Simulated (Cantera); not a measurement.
Cantera run:

```python
import numpy as np
import cantera as ct

gas_names = """
    Cr CrN CrO CrO2 CrO3 N NO NO2 NO3 N2 N2O O O2 O3
""".split()
cond_names = """
    Cr(cr) Cr(L) CrN(s) Cr2N(s) Cr2O3(s) Cr2O3(L)
""".split()


# ... load() reads the species with a 1 bar reference pressure and builds the phases ...
atoms = {
    'Cr': {'Cr': 1},
    'N2O': {'N': 2, 'O': 1},
    'N2': {'N': 2},
}
top_T = {'CrN(s)': 1900, 'Cr2N(s)': 1900}  # K; cautious upper limits of use, not melting points


# ... equilibrate(T, P, feed) seeds the gas with the atoms and calls Mixture.equilibrate('TP', solver="vcs", rtol=1e-11, max_steps=5000) ...
results = []
feed = {'Cr': 1, 'N2O': 0.35, 'N2': 11}  # mol
P = 60  # Pa
for T in [2025, 2075, 2125, 2175, 2225, 2275, 2325, 2375, 2425, 2475, 2525, 2575, 2625, 2675]:
    mix = equilibrate(T, P, feed)
    results.append((T, P, feed, dict(zip(mix.species_names, mix.species_moles))))

top = {s: max(r[3][s] / sum(r[3][g] for g in gas_names) for r in results) for s in gas_names}
cols = sorted((s for s in top if top[s] > 0.0001), key=lambda s: -top[s])[:7]
seen = [c for c in cond_names if any(r[3].get(c, 0) > 1e-12 for r in results)]
print("log10 of partial pressures in bar; condensed amounts in mol")
print(f"{'T/K':>10s}" + "".join(f"{s[:9]:>10s}" for s in cols + seen))
for T, P, feed, n in results:
    ng = sum(n[g] for g in gas_names)
    print(f"{T:10.4g}" + "".join(f"{np.log10(max(n[s] / ng * P / 1e5, 1e-99)):10.3f}" for s in cols)
          + "".join(f"{n.get(c, 0):10.4g}" for c in seen))
```

It prints:

```
log10 of partial pressures in bar; condensed amounts in mol
       T/K        N2        Cr         O       CrO      CrO2        NO        O2  Cr2O3(s)
      2025    -3.253    -4.441    -7.259    -5.306    -6.462    -7.489    -8.333   0.07787
      2075    -3.256    -4.454    -6.703    -5.056    -5.977    -7.036    -7.538   0.03992
      2125    -3.259    -4.463    -6.274    -4.914    -5.713    -6.706    -6.984         0
      2175    -3.260    -4.458    -6.022    -4.923    -5.763    -6.547    -6.769         0
      2225    -3.260    -4.450    -5.793    -4.940    -5.831    -6.408    -6.587         0
      2275    -3.261    -4.439    -5.591    -4.969    -5.924    -6.290    -6.446         0
      2325    -3.262    -4.425    -5.416    -5.013    -6.048    -6.197    -6.348         0
      2375    -3.263    -4.409    -5.269    -5.073    -6.207    -6.128    -6.297         0
      2425    -3.265    -4.393    -5.150    -5.152    -6.401    -6.084    -6.290         0
      2475    -3.266    -4.378    -5.055    -5.249    -6.629    -6.062    -6.325         0
      2525    -3.267    -4.365    -4.983    -5.361    -6.886    -6.060    -6.395         0
      2575    -3.268    -4.354    -4.929    -5.487    -7.166    -6.073    -6.493         0
      2625    -3.269    -4.346    -4.890    -5.623    -7.463    -6.097    -6.612         0
      2675    -3.269    -4.340    -4.862    -5.766    -7.770    -6.131    -6.746         0
```

Cantera equilibrium calculation (NASA polynomials, part measured and part estimated; ideal gas, pure solids and liquids).
